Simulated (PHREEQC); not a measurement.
A solution holds 0.73 mol/kgw H2SO4, 0.0014 mol/kgw Al2(SO4)3 and 0.013 mol/kgw MnSO4, at 25 °C. Closed to the air; pH follows from the charge balance.

Model: ion-association model, phreeqc.dat, run in PHREEQC.

Each row changes one thing in this solution. This is a speciation only: nothing precipitates in the calculation.

| case | pH | ionic strength (mol/kgw) | HSO4- (mol/kgw) | SO4-2 (mol/kgw) | MnSO4 (mol/kgw) | SI of Pyrochroite (Mn(OH)2) |
|---|---|---|---|---|---|---|
| as made | 0.24 | 0.868 | 0.684 | 0.0572 | 0.00293 | -17.42 |
| Al2(SO4)3 replaced by K2SO4 at the same molality | 0.24 | 0.866 | 0.684 | 0.0570 | 0.00293 | -17.42 |
| Al2(SO4)3 left out | 0.24 | ? | 0.683 | 0.0568 | 0.00293 | -17.42 |
| Al2(SO4)3 replaced by Na2SO4 at the same molality | 0.24 | 0.866 | 0.684 | 0.0571 | 0.00293 | -17.42 |
| 0.054 mol/kgw Mg(NO3)2 added | 0.23 | ? | 0.664 | 0.0592 | 0.00272 | -17.44 |
| Al2(SO4)3 from 0.0014 to 0.0028 mol/kgw | 0.24 | 0.872 | ? | 0.0575 | 0.00294 | -17.42 |
| H2SO4 left out | 4.42 | ? | 2.29e-5 | 0.0105 | 0.00404 | -8.72 |

### Question
Some entries are withheld; supply them.

### Answer

- Al2(SO4)3 left out, ionic strength (mol/kgw): 0.864
- 0.054 mol/kgw Mg(NO3)2 added, ionic strength (mol/kgw): 0.998
- Al2(SO4)3 from 0.0014 to 0.0028 mol/kgw, HSO4- (mol/kgw): 0.685
- H2SO4 left out, ionic strength (mol/kgw): 0.0420

The ionic strength passes 0.7 mol/kgw, the rough limit of the ion-association models, in as made; Al2(SO4)3 replaced by K2SO4 at the same molality; Al2(SO4)3 left out; Al2(SO4)3 replaced by Na2SO4 at the same molality; 0.054 mol/kgw Mg(NO3)2 added; Al2(SO4)3 from 0.0014 to 0.0028 mol/kgw. Species that the database lacks are ignored. Some of these states are supersaturated (in Gibbsite (slow to form), for instance).
